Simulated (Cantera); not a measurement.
Ignition delay

Mixture: 21.3 % CH3OH, 16.0 % O2, 60.1 % N2, 2.56 % CO2, at 1.01 bar, adiabatic and at constant pressure. Ignition delay is the time to a rise of 400 K.

Computed with Cantera and GRI-Mech 3.0 (53 species, 325 reactions). GRI-Mech 3.0 was tuned for natural gas; its chemistry of methanol as a main component is partial and can be far from experiment.

| T0 (K) | delay (ms) |
|---|---|
| 1225 | 5.38 |
| 1325 | 1.27 |
| 1425 | 0.380 |
| 1525 | 0.140 |
| 1625 | 0.0615 |
| 1725 | 0.0308 |

```yaml
apparent activation energy between 1525 and 1725 K: 170 kJ/mol
```
